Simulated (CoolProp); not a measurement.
Octamethylcyclotetrasiloxane (D4) at 474.71 K and 0.136 MPa is throttled through a valve to 0.0763 MPa with no heat exchange. Each further row changes one setting.

Model: reference Helmholtz-energy equation of state, Thol 2015, in CoolProp.

| case | temperature change (K) | final density (kg/m³) |
|---|---|---|
| as stated | -1.1 | 6.02 |
| outlet pressure 0.0229 MPa | -2.0 | 1.75 |
| outlet pressure 0.0992 MPa | -0.7 | 7.95 |
